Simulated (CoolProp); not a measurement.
Vapour-liquid equilibrium of ethane (1) + n-perfluorobutane (2) at 283.9 K; x and y are mole fractions of (1).

Computed with CoolProp (multi-fluid Helmholtz-energy mixture model, Bücker 2006 and Gao 2022; pair parameters Bell 2016).

```csv
x,bubble pressure (bar),y at the bubble point,dew pressure at overall composition x (bar),liquid density (mol/L)
0.05,3.510,0.523,1.737,6.692
0.125,6.381,0.735,1.891,6.975
0.2,9.137,0.813,2.073,7.275
0.275,11.64,0.853,2.293,7.591
0.35,13.82,0.876,2.563,7.926
0.425,15.72,0.892,2.904,8.281
0.5,17.41,0.904,3.347,8.660
0.575,18.98,0.915,3.947,9.065
0.65,20.56,0.925,4.808,9.503
0.725,22.23,0.936,6.147,9.981
0.8,24.11,0.949,8.517,10.51
0.875,26.27,0.965,13.70,11.11
0.95,28.79,0.984,24.23,11.81
```

No azeotrope shows between x = 0.05 and 0.95.

The pair parameters rest on a limited set of measurements; away from them the model extrapolates. The gap from Raoult's law changes sign with composition, which may be real or a fault of the pair parameters; it wasn't checked against measurements.
